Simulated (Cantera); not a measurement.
A perfectly stirred reactor is fed with 4.68 % H2, 11.4 % O2, 83.4 % N2, 0.548 % H2O, at 0.440 bar; it is held at 1250 K, and followed from long to short residence time.

Cantera simulation using GRI-Mech 3.0 (53 species, 325 reactions); the numbers are that mechanism's predictions, not measurements. The temperature is held fixed by assumption; the heat of reaction is taken as removed at once.

x: mole fraction; the columns are a selection and need not sum to one.

```tsv
τ (s)	x H2	x O2	x N2O	x H	x NO	x OH	x NO2
1.1	4.08e-5	0.0929	…	2.03e-6	4.88e-7	0.000120	4.90e-9
0.48	7.01e-5	0.0929	…	4.67e-6	3.69e-7	0.000158	3.06e-9
0.20	0.000123	0.0929	…	1.12e-5	2.82e-7	0.000211	1.78e-9
0.083	0.000216	0.0929	…	2.70e-5	2.41e-7	0.000284	1.08e-9
0.035	0.000370	0.0929	…	6.37e-5	2.51e-7	0.000383	7.58e-10
0.014	0.000647	0.0928	…	0.000157	3.28e-7	0.000529	6.19e-10
0.0060	0.00107	0.0928	…	0.000357	4.75e-7	0.000717	5.66e-10
0.0025	0.00178	0.0928	…	0.000817	7.16e-7	0.000981	5.28e-10
0.0010	0.00301	0.0929	…	0.00185	1.04e-6	0.00135	4.75e-10
0.00043	0.00485	0.0933	…	0.00365	1.30e-6	0.00176	3.96e-10
0.00018	0.00790	0.0944	…	0.00640	1.28e-6	0.00219	2.76e-10
```

Q: What belongs in the gaps?

A: 
- 1.1, x N2O: 5.98e-7
- 0.48, x N2O: 5.43e-7
- 0.20, x N2O: 4.69e-7
- 0.083, x N2O: 3.91e-7
- 0.035, x N2O: 3.17e-7
- 0.014, x N2O: 2.47e-7
- 0.0060, x N2O: 1.90e-7
- 0.0025, x N2O: 1.42e-7
- 0.0010, x N2O: 1.02e-7
- 0.00043, x N2O: 7.27e-8
- 0.00018, x N2O: 4.86e-8
